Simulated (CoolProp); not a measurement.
Model: reference Helmholtz-energy equation of state, Platzer 1990, in CoolProp. This equation is an older, rougher fit; its heat capacities, sound speeds and derivatives of the liquid may be far off and weren't checked against measurements.

Task: Give the vapour pressure (MPa), surface tension (mN/m), liquid conductivity (mW/(m K)) of saturated CF4 (R14) at 179.8, 212.9, 217 K.

Result: 
| T (K) | p (MPa) | surface tension (mN/m) | liquid conductivity (mW/(m K)) |
|---|---|---|---|
| 179.8 | 0.697 | 6.10 | 69.6 |
| 212.9 | 2.40 | 1.41 | 44.9 |
| 217 | 2.74 | 0.934 | 41.9 |

Thermal conductivity comes from a separate model (Huber 2003), an estimate that may be off by 10 % or more. Surface tension comes from a separate correlation (Mulero 2012).
